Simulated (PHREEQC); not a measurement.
0.15 g of hydrous ferric oxide (600 m²/g; 0.2 weak and 0.005 strong sites per Fe, Dzombak-Morel constants, diffuse double layer) in 1 kg of water with 0.1 mol/kgw of an inert sodium salt and 9.7e-06 mol Ag2SO4, at 25 °C; the pH is set by adding NaOH or the inert anion's acid. Oxygen is held at 0.21 atm. The system is closed to CO2. Precipitation was switched off in this run.

Equilibrium calculation in PHREEQC: ion-association model, wateq4f.dat.

```json
[
 {"pH": "3", "S sorbed (%)": "97.3", "Ag sorbed (%)": "0.0", "surface charge σ (C/m²)": "0.344", "surface potential ψ (mV)": "150"},
 {"pH": "3.5", "S sorbed (%)": "97.1", "Ag sorbed (%)": "0.0", "surface charge σ (C/m²)": "0.331", "surface potential ψ (mV)": "148"},
 {"pH": "4", "S sorbed (%)": "96.3", "Ag sorbed (%)": "0.0", "surface charge σ (C/m²)": "0.304", "surface potential ψ (mV)": "144"},
 {"pH": "4.5", "S sorbed (%)": "93.8", "Ag sorbed (%)": "0.1", "surface charge σ (C/m²)": "0.259", "surface potential ψ (mV)": "136"},
 {"pH": "5", "S sorbed (%)": "86.9", "Ag sorbed (%)": "0.5", "surface charge σ (C/m²)": "0.204", "surface potential ψ (mV)": "124"},
 {"pH": "5.5", "S sorbed (%)": "69.7", "Ag sorbed (%)": "2.0", "surface charge σ (C/m²)": "0.152", "surface potential ψ (mV)": "109"},
 {"pH": "6", "S sorbed (%)": "40.0", "Ag sorbed (%)": "6.4", "surface charge σ (C/m²)": "0.108", "surface potential ψ (mV)": "92"},
 {"pH": "6.5", "S sorbed (%)": "13.9", "Ag sorbed (%)": "15.5", "surface charge σ (C/m²)": "0.073", "surface potential ψ (mV)": "73"},
 {"pH": "7", "S sorbed (%)": "3.1", "Ag sorbed (%)": "27.2", "surface charge σ (C/m²)": "0.044", "surface potential ψ (mV)": "52"},
 {"pH": "7.5", "S sorbed (%)": "0.5", "Ag sorbed (%)": "37.3", "surface charge σ (C/m²)": "0.022", "surface potential ψ (mV)": "29"},
 {"pH": "8", "S sorbed (%)": "0.1", "Ag sorbed (%)": "45.6", "surface charge σ (C/m²)": "0.004", "surface potential ψ (mV)": "5"},
 {"pH": "8.5", "S sorbed (%)": "0.0", "Ag sorbed (%)": "56.0", "surface charge σ (C/m²)": "-0.014", "surface potential ψ (mV)": "-19"},
 {"pH": "9", "S sorbed (%)": "0.0", "Ag sorbed (%)": "71.0", "surface charge σ (C/m²)": "-0.034", "surface potential ψ (mV)": "-42"}
]
```

Species that the database lacks are ignored. The oxide is taken as insoluble; below pH 4 it would dissolve.
